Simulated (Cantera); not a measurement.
A Cantera script and its output.

```python
import numpy as np
import cantera as ct

gas = ct.Solution("h2o2.yaml")
gas.TPX = 1200, 330, {'H2': 0.041, 'O2': 1, 'N2': 2.3}
inlet = ct.Reservoir(gas, clone=True)

reactor = ct.IdealGasConstPressureReactor(gas, energy="off", clone=False)
exhaust = ct.Reservoir(gas, clone=True)
tau = [17, 4.7, 1.3, 0.38, 0.11, 0.03, 0.0084][0]
for a, b in ((inlet, reactor), (reactor, exhaust)):
    ct.MassFlowController(a, b, mdot=lambda t: reactor.mass / tau)
net = ct.ReactorNet([reactor])
show = ['H2', 'O2', 'H2O', 'H', 'O', 'H2O2']

rows = []
print(f"{'tau/s':>10s}{'T/K':>9s}" + "".join(f"{s:>11s}" for s in show))
for tau in [17, 4.7, 1.3, 0.38, 0.11, 0.03, 0.0084]:
    net.initial_time = 0.0
    net.advance(30 * tau)
    before = gas.X
    net.advance(40 * tau)
    drift = np.max(np.abs(gas.X - before) / (gas.X + 1e-9))
    rows.append([gas.T, *gas[show].X, drift])
    print(f"{tau:10.3e}{gas.T:9.1f}" + "".join(f"{x:11.3e}" for x in gas[show].X))
```

Result:

```
     tau/s      T/K         H2         O2        H2O          H          O       H2O2
 1.700e+01   1200.0  5.397e-05  2.935e-01  1.195e-02  2.031e-04  2.098e-03  4.378e-09
 4.700e+00   1200.0  1.054e-04  2.922e-01  1.163e-02  5.405e-04  4.016e-03  4.848e-09
 1.300e+00   1200.0  1.856e-04  2.908e-01  1.118e-02  1.072e-03  6.250e-03  5.154e-09
 3.800e-01   1200.0  3.248e-04  2.899e-01  1.072e-02  1.543e-03  7.564e-03  5.786e-09
 1.100e-01   1200.0  6.915e-04  2.900e-01  1.008e-02  1.900e-03  7.604e-03  7.611e-09
 3.000e-02   1200.0  1.830e-03  2.911e-01  8.688e-03  2.111e-03  6.404e-03  1.163e-08
 8.400e-03   1200.0  4.911e-03  2.937e-01  5.776e-03  1.686e-03  4.053e-03  1.463e-08
```

Model: the H2/O2 subset of GRI-Mech 3.0, which has no nitrogen chemistry, integrated in Cantera. Radical loss at walls, strong at low pressure, is not modelled.
